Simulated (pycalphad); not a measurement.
An equivalent pycalphad script:

```python
from pycalphad import Database, equilibrium, calculate, variables as v
import numpy as np
db = Database('COST507.tdb')
comps = ['AL', 'SI', 'MG', 'FE', 'VA']
phases = ['AL13FE4', 'AL2FE', 'AL5FE2', 'AL5FE4', 'ALFESI_ALPHA', 'ALFESI_BETA', 'ALFESI_DELTA', 'ALFESI_GAMMA', 'ALFESI_TAU1', 'ALFESI_TAU3', 'ALMG_BETA', 'ALMG_EPS', 'ALMG_GAMMA', 'BCC_B2', 'DIAMOND_A4', 'FCC_A1', 'FE2SI', 'FE5SI3', 'FESI', 'FESI2_H', 'FESI2_L', 'HCP_A3', 'LIQUID', 'MG2SI']
eq = equilibrium(db, comps, phases, {v.X('SI'): 0.0057, v.X('MG'): 0.0212, v.X('FE'): 0.0038, v.T: np.arange(1650, 349, -50), v.P: 101325, v.N: 1}, output=['HM', 'SM'])
```

Computed with pycalphad from the COST 507 light-alloy database (1999), at 1 atm. No gas phase is included, though pure Mg would boil below 1377 °C. The data set is of 1999 and partly superseded. Not assessed as a whole: an extrapolation from subsystems, which can miss ternary compounds. Amounts are mole fractions of atoms. Diffusion is slow at the low end, where real alloys seldom reach equilibrium.

Results at three of the temperatures:

```
T = 1150.00 K, P = 101325 Pa, N = 1 mol of atoms
G = -55862 J/mol, H = 35314 J/mol, S = 79.28 J/(mol K)  (SER reference)
chemical potentials (J/mol): Al -54363, Si -84339, Mg -97262, Fe -164696
phase             fraction      x(Al)      x(Si)      x(Mg)      x(Fe)
LIQUID              1.0000     0.9693     0.0057     0.0212     0.0038
```

```
T = 1050.00 K, P = 101325 Pa, N = 1 mol of atoms
G = -48076 J/mol, H = 32136 J/mol, S = 76.39 J/(mol K)  (SER reference)
chemical potentials (J/mol): Al -46673, Si -72122, Mg -86694, Fe -154610
phase             fraction      x(Al)      x(Si)      x(Mg)      x(Fe)
LIQUID              1.0000     0.9693     0.0057     0.0212     0.0038
```

```
T = 900.00 K, P = 101325 Pa, N = 1 mol of atoms
G = -37065 J/mol, H = 19565 J/mol, S = 62.92 J/(mol K)  (SER reference)
chemical potentials (J/mol): Al -35972, Si -46498, Mg -66612, Fe -136705
phase             fraction      x(Al)      x(Si)      x(Mg)      x(Fe)
FCC_A1              0.7251     0.9851     0.0014     0.0134   0.000155
LIQUID              0.2640     0.9346     0.0177     0.0435     0.0042
AL13FE4             0.0109     0.7617     0.0012       none     0.2371
```

Changes of the phase set, refined by bisection:

| T (°C) | phases above | phases below |
|---|---|---|
| 644.2 | LIQUID | FCC_A1 + LIQUID |
| 638.3 | FCC_A1 + LIQUID | AL13FE4 + FCC_A1 + LIQUID |
| 603.5 | AL13FE4 + FCC_A1 + LIQUID | AL13FE4 + ALFESI_ALPHA + FCC_A1 + LIQUID |
| 602.0 | AL13FE4 + ALFESI_ALPHA + FCC_A1 + LIQUID | ALFESI_ALPHA + FCC_A1 + MG2SI |
| 546.4 | ALFESI_ALPHA + FCC_A1 + MG2SI | AL13FE4 + ALFESI_ALPHA + FCC_A1 + MG2SI |
| 512.1 | AL13FE4 + ALFESI_ALPHA + FCC_A1 + MG2SI | AL13FE4 + FCC_A1 + MG2SI |

Database names, with the compositions (at.%) that they take in these runs: AL13FE4: Al 76 Fe 24; ALFESI_ALPHA: Al 73 Fe 19 Si 7; MG2SI: Mg 67 Si 33. FCC_A1 is fcc. An entry "none" or "no" means that the model of the phase leaves that element out.
